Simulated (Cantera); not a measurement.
Charge: 1 mol C2H4, 2.9 mol H2, 3.3 mol N2, equilibrated at 1700 Pa.

Cantera equilibrium calculation (NASA polynomials, part measured and part estimated; ideal gas, pure solids and liquids). Candidate condensed phases: C, C6H6, C7H8, C8H18; 110 gas species. Ions and electrons are included (thermal ionisation). Equilibrium is a limit: real reactors are often held back by kinetics, nucleation or transport. All values below are at 5000 K.

Base state: H 0.618, N2 0.156, C 0.121, N 0.100, CN 0.00453, C2 0.000166, H2 0.000157, e- 0.000157 (mole fractions); condensed: gas only.

Problem. What changes in the equilibrium state with this change: H2 from 2.9 to 31 mol?

Solution. 
```csv
species,before,after
H,0.618,0.907
N,0.100,0.0402
C,0.121,0.0270
N2,0.156,0.0250
C2,0.000166,8.26e-6
CN,0.00453,0.000405
```
